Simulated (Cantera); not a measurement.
**Ammonia decomposition in nitride growth gas**

An isothermal, constant-pressure homogeneous reactor starts with NH3 : H2 = 1 : 8.3 (molar parts), at 2100 K and 0.839 atm.

Computed with Cantera and the gas-phase N/H chemistry of the illustrative SiF4/NH3 mechanism in the Surface Chemkin manual (1991). Walls and surfaces, which speed up NH3 decomposition in real reactors, are not modelled.

```csv
t (s),x NH3,x H2,x N,x N2H2,x N2H4
0.000800,0.104,0.893,1.62e-6,6.59e-7,3.23e-8
0.00295,0.0938,0.899,1.63e-6,5.84e-7,2.81e-8
0.0109,0.0644,0.915,1.61e-6,3.75e-7,1.67e-8
0.0400,0.0183,0.939,1.45e-6,8.35e-8,2.88e-9
0.147,0.00147,0.947,3.98e-7,1.62e-9,4.15e-11
0.543,0.000258,0.948,7.39e-8,5.26e-11,1.33e-12
2.00,6.35e-5,0.948,1.82e-8,3.38e-12,<1e-12
7.37,1.70e-5,0.948,4.86e-9,<1e-12,<1e-12
27.1,5.15e-6,0.948,1.48e-9,<1e-12,<1e-12
100,3.01e-6,0.948,8.62e-10,<1e-12,<1e-12
```
x: mole fraction; the columns are a selection and need not sum to one.

Equilibrium at this temperature and pressure: NH3 2.96e-6, H2 0.948, N 8.48e-10, N2H2 <1e-12, N2H4 <1e-12 (gas phase only).
